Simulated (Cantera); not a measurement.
## Premixed flame

A freely propagating, adiabatic, planar premixed flame of 38.7 % H₂, 12.9 % O₂, 48.4 % N₂, equivalence ratio 1.5, unburnt at 325 K and 8.90 bar; mixture-averaged transport, grid criteria slope 0.08 and curve 0.16, no radiation.

Detailed kinetics in Cantera: the H2/O2 subset of GRI-Mech 3.0, which has no nitrogen chemistry. The hydrogen kinetics of GRI-Mech 3.0 are dated; newer H2 mechanisms differ, most at raised pressure. Burning velocities carry a grid error of a few per cent, more on coarse grids.

```csv
z (mm),T (K),u (m/s),x H₂,x O₂,x H₂O,x H₂O₂,x H,x OH
-0.0684,325,3.01,0.387,0.129,1.12e-8,<1e-8,<1e-8,<1e-8
-0.0456,325,3.01,0.387,0.129,2.09e-7,<1e-8,<1e-8,<1e-8
-0.0342,326,3.01,0.386,0.129,2.93e-6,2.47e-8,<1e-8,<1e-8
-0.0228,330,3.04,0.383,0.130,6.13e-5,6.13e-7,<1e-8,2.86e-8
-0.0114,450,3.98,0.353,0.133,0.00597,6.94e-5,4.04e-6,2.82e-5
-0.00570,835,7.09,0.304,0.122,0.0444,0.000202,0.00154,0.000980
0,1295,10.7,0.243,0.0903,0.116,8.60e-5,0.0104,0.00200
0.00570,1615,13.3,0.190,0.0524,0.188,9.17e-6,0.0222,0.00372
0.0114,1800,14.8,0.156,0.0259,0.237,3.77e-6,0.0294,0.00528
0.0228,1971,16.1,0.134,0.00611,0.274,1.80e-6,0.0305,0.00649
0.0456,2094,17.0,0.132,0.00108,0.286,8.09e-7,0.0229,0.00586
0.0912,2183,17.6,0.135,0.000339,0.291,4.02e-7,0.0143,0.00420
0.182,2241,18.0,0.137,0.000116,0.295,1.84e-7,0.00819,0.00260
```
x: mole fraction of selected species; z is measured from the peak of heat release.

```yaml
laminar_burning_velocity: 301 cm/s
thermal_thickness: 0.0228 mm
peak x(H₂O₂): 0.000203
peak x(H): 0.0314
peak x(OH): 0.00652
grid_points: 113
```
